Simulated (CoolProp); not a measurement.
Vapour-liquid equilibrium of cyclohexane (1) + n-heptane (2) at 369.8 K; x and y are mole fractions of (1).

The numbers come from the multi-fluid Helmholtz-energy mixture model, Zhou 2014 and Span 2003; pair parameters Bell 2016 in CoolProp.

```tsv
x	bubble pressure, mixture model (MPa)	bubble pressure, Raoult's law (MPa)	y, mixture model	y, Raoult's law
0.05	0.09962	0.09944	0.080	0.080
0.15	0.1063	0.1058	0.226	0.226
0.25	0.1130	0.1121	0.354	0.356
0.35	0.1196	0.1185	0.469	0.472
0.45	0.1260	0.1248	0.571	0.576
0.55	0.1324	0.1312	0.664	0.670
0.65	0.1386	0.1375	0.748	0.755
0.75	0.1448	0.1438	0.826	0.833
0.85	0.1508	0.1502	0.898	0.904
0.95	0.1568	0.1565	0.967	0.969
```

The largest gap from Raoult's law is +1.0 % in bubble pressure, at x = 0.45. No azeotrope shows between x = 0.05 and 0.95.

Pair parameters are fitted to limited data, so mixtures are less certain than the pure fluids.
